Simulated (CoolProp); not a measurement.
Vapour pressure (MPa) of C3F8 (R218): the reference equation beside estimates from Tc = 345.0 K, pc = 2.640 MPa, ω = 0.317. Clausius-Clapeyron is anchored at 177.1 K with a constant enthalpy of vaporisation of 23.41 kJ/mol.

Values from CoolProp's reference Helmholtz-energy equation of state, Lemmon 2006. It is a short technical equation, of lower accuracy than the large ones.

```tsv
T (K)	reference	Lee-Kesler	Clausius-Clapeyron
167.1	0.0008688	0.0008336	0.0008818
177.1	0.002283	0.002197	0.002283
187	0.005267	0.005098	0.005296
197	0.01108	0.01079	0.01137
206.9	0.02126	0.02086	0.02253
216.9	0.03822	0.03776	0.04219
226.8	0.06434	0.06393	0.07433
236.8	0.1034	0.1032	0.1256
246.7	0.1581	0.1584	0.2023
256.6	0.2329	0.2338	0.3142
266.6	0.3331	0.3349	0.4741
276.5	0.4615	0.4641	0.6920
```

Absolute difference from the reference over all 12 rows, mean and median: Lee-Kesler 1.6 and 0.9 %, Clausius-Clapeyron 17.8 and 13.0 %.
